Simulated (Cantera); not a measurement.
A Cantera script and its output.

```python
import numpy as np
import cantera as ct

gas = ct.Solution("h2o2.yaml")
gas.TPX = 1375, 1300, {'H2': 0.38, 'O2': 1}
reactor = ct.IdealGasConstPressureReactor(gas, energy="off", clone=False)
net = ct.ReactorNet([reactor])
net.rtol, net.atol = 1e-08, 1e-18
show = ['H2', 'O2', 'H2O', 'H2O2', 'OH']
times = np.geomspace(0.0004, 6, 15)

steps = ct.SolutionArray(gas, extra=["t"])
rows = []
print(f"{'t/s':>10s}{'T/K':>9s}{'P/Pa':>11s}" + "".join(f"{s:>11s}" for s in show))
for t in times:
    while net.time < t:
        t_next = net.step()
        steps.append(gas.state, t=t_next)
    rows.append([np.interp(t, steps.t, y) for y in (steps.T, steps.P, *steps(*show).X.T)])
    print(f"{t:10.3e}{rows[-1][0]:9.1f}{rows[-1][1]:11.4g}" + "".join(f"{x:11.3e}" for x in rows[-1][2:]))
rate = np.gradient(steps.T, steps.t)
print("integrator steps:", len(steps.t))
if steps.T.max() > steps.T[0] + 200:
    print(f"time of steepest temperature rise: {steps.t[rate.argmax()]:.4e} s")
gas.TPX = 1375, 1300, {'H2': 0.38, 'O2': 1}
gas.equilibrate("TP")
print(f"equilibrium (TP): T = {gas.T:.1f} K  " + "  ".join(f"{s} {gas[s].X[0]:.3e}" for s in show))
```

Output:

```
       t/s      T/K       P/Pa         H2         O2        H2O       H2O2         OH
 4.000e-04   1375.0       1300  2.675e-01  7.203e-01  5.396e-03  2.130e-08  1.389e-03
 7.950e-04   1375.0       1300  1.961e-02  5.685e-01  1.979e-01  2.912e-07  2.084e-02
 1.580e-03   1375.0       1300  1.706e-02  5.702e-01  2.060e-01  2.804e-07  1.987e-02
 3.140e-03   1375.0       1300  1.619e-02  5.793e-01  2.158e-01  2.948e-07  1.951e-02
 6.241e-03   1375.0       1300  1.436e-02  5.956e-01  2.336e-01  3.187e-07  1.862e-02
 1.240e-02   1375.0       1300  1.080e-02  6.214e-01  2.613e-01  3.453e-07  1.648e-02
 2.465e-02   1375.0       1300  5.712e-03  6.510e-01  2.917e-01  3.301e-07  1.225e-02
 4.899e-02   1375.0       1300  1.867e-03  6.704e-01  3.100e-01  2.315e-07  7.087e-03
 9.736e-02   1375.0       1300  4.595e-04  6.775e-01  3.162e-01  1.224e-07  3.532e-03
 1.935e-01   1375.0       1300  1.163e-04  6.795e-01  3.181e-01  5.878e-08  1.782e-03
 3.846e-01   1375.0       1300  3.448e-05  6.801e-01  3.187e-01  2.835e-08  9.726e-04
 7.643e-01   1375.0       1300  1.192e-05  6.804e-01  3.190e-01  1.406e-08  5.729e-04
 1.519e+00   1375.0       1300  4.685e-06  6.805e-01  3.191e-01  7.316e-09  3.597e-04
 3.019e+00   1375.0       1300  2.130e-06  6.806e-01  3.192e-01  4.262e-09  2.427e-04
 6.000e+00   1375.0       1300  1.258e-06  6.806e-01  3.192e-01  3.115e-09  1.866e-04
integrator steps: 1833
equilibrium (TP): T = 1375.0 K  H2 1.045e-06  O2 6.806e-01  H2O 3.192e-01  H2O2 2.837e-09  OH 1.700e-04
```

Computed with Cantera and the H2/O2 subset of GRI-Mech 3.0, which has no nitrogen chemistry. Radical loss at walls, strong at low pressure, is not modelled. The temperature is held fixed by assumption; the heat of reaction is taken as removed at once.
